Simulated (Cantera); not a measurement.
Feed: 1 mol SiC, 0.0028 mol Si, 5.1 mol N₂, 0.88 mol C, at 2375 °C and 10.0 mbar.

Method: chemical equilibrium by Gibbs-energy minimisation in Cantera with the NASA 1993 tables (ideal gas, pure condensed phases). Candidate condensed phases: C, Si, SiC, Si₃N₄; 20 gas species. The tables' values for SiN are old estimates; treat these amounts as uncertain. The numbers say what is thermodynamically allowed, not how fast it happens.

Base state: N₂ 0.837, Si 0.110, SiC₂ 0.0425, Si₂C 0.00550, CN 0.00301, SiN 0.000820, C₃ 0.000435, Si₂ 0.000293 (mole fractions); condensed: C(graphite).

Problem. What changes in the equilibrium state with this change: temperature from 2375 °C to 1277 °C?

Solution. 
```csv
species,before,after
N₂,0.837,1.00
Si,0.110,2.92e-8
C₂N₂,0.000150,7.78e-9
SiC₂,0.0425,<1e-9
Si₂C,0.00550,<1e-9
CN,0.00301,2.82e-9
C₃,0.000435,<1e-9
"C(graphite), mol",1.30,0.877
"SiC(s), mol",0,1.00
```
